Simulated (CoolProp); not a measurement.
Values from CoolProp's reference Helmholtz-energy equation of state, Outcalt 1996. It is a modified Benedict-Webb-Rubin equation, recast in Helmholtz form.

Task: For R152A, give the phase and the cv (kJ/(kg K)), isothermal compressibility (1/MPa), expansivity (1/kK), Prandtl number at 233.5 K and 4.8 MPa; 300.1 K and 4.8 MPa; 433.4 K and 4.8 MPa.

Result: 
- 233.5 K and 4.8 MPa: liquid; cv 1.05, isothermal compressibility 0.00145, expansivity 1.84, Prandtl number 4.47
- 300.1 K and 4.8 MPa: liquid; cv 1.14, isothermal compressibility 0.00366, expansivity 2.63, Prandtl number 2.89
- 433.4 K and 4.8 MPa: supercritical; cv 1.32, isothermal compressibility 0.311, expansivity 7.23, Prandtl number 1.00

Viscosity comes from a separate model (Bell 2016), an estimate that may be off by 10 % or more. Thermal conductivity comes from a separate model (Krauss 1996).
